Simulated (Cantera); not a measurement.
Mixture: H2 : O2 : N2 = 1 : 0.862 : 3.24 (molar parts), equivalence ratio 0.58, at 16.0 bar, adiabatic and at constant pressure. Ignition delay is the time to a rise of 400 K.

Cantera simulation using GRI-Mech 3.0 (53 species, 325 reactions); the numbers are that mechanism's predictions, not measurements. The hydrogen kinetics of GRI-Mech 3.0 are dated; newer H2 mechanisms differ, most at raised pressure. The pressure lies above the range GRI-Mech 3.0 was tuned for (to about 10 atm). Where the delays flatten at high temperature, the 400 K rule measures the pace of heat release, not the induction time.

Q: Predict: delay at 1048 K; delay at 1248 K; delay at 1448 K; delay at 1648 K; delay at 1848 K.

A: 
```
Item               Result
---------------  --------
delay at 1048 K   3.18 ms
delay at 1248 K   41.5 µs
delay at 1448 K   1.42 µs
delay at 1648 K  0.637 µs
delay at 1848 K  0.415 µs
```
